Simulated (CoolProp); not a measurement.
Saturation properties of R245ca.

Computed with CoolProp (reference Helmholtz-energy equation of state, Zhou 2016).

```tsv
T (°C)	p (kPa)	vapour density (kg/m³)	enthalpy of vaporisation (kJ/kg)
6.25	45.70	2.695	214.8
10.45	55.11	3.213	?
14.65	66.02	3.806	210.2
18.75	?	?	207.9
22.95	?	5.231	205.5
27.15	108.9	6.097	203.1
31.35	127.4	?	200.7
35.55	148.3	8.164	198.2
39.75	171.8	9.385	195.8
43.85	197.4	10.71	?
48.05	226.6	12.22	190.8
52.25	259.0	?	188.2
56.45	?	15.73	185.6
```

Some entries are withheld; supply them.


- 10.45, enthalpy of vaporisation (kJ/kg): 212.5
- 18.75, p (kPa): 78.26
- 18.75, vapour density (kg/m³): 4.465
- 22.95, p (kPa): 92.59
- 31.35, vapour density (kg/m³): 7.071
- 43.85, enthalpy of vaporisation (kJ/kg): 193.3
- 52.25, vapour density (kg/m³): 13.89
- 56.45, p (kPa): 294.9

It boils at 25.3 °C under 1 atm.
